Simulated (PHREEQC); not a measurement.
Dissolve 82 mmol/kgw NH4HF2, 0.093 mmol/kgw H2SiF6, 0.31 mmol/kgw H3PO4 and 0.79 mmol/kgw H2SO4 at 20 °C. Closed to the air; pH follows from the charge balance.

All values are PHREEQC results (ion-association model, phreeqc.dat), not measurements.

```
quantity                    before     after
------------------------  --------  --------
pH                            3.01      3.48
ionic strength (mol/kgw)    0.0836   0.00117
HF (mol/kgw)                0.0669  0.000499
F- (mol/kgw)                0.0652   0.00114
HF2- (mol/kgw)              0.0160   2.10e-6
SO4-2 (mol/kgw)           0.000547   7.63e-6
SI of Quartz (SiO2)         -10.95     -2.00
```

Q: What was changed between the two runs?
A. temperature from 20 to 70 °C
B. diluted 100-fold with water
C. temperature from 20 to 65 °C
D. H3PO4 left out
E. H2SiF6 replaced by H4SiO4 at the same molality

A: B, diluted 100-fold with water

This is a speciation only: nothing precipitates in the calculation. SiF6-2 is the database's only silicon fluoride.
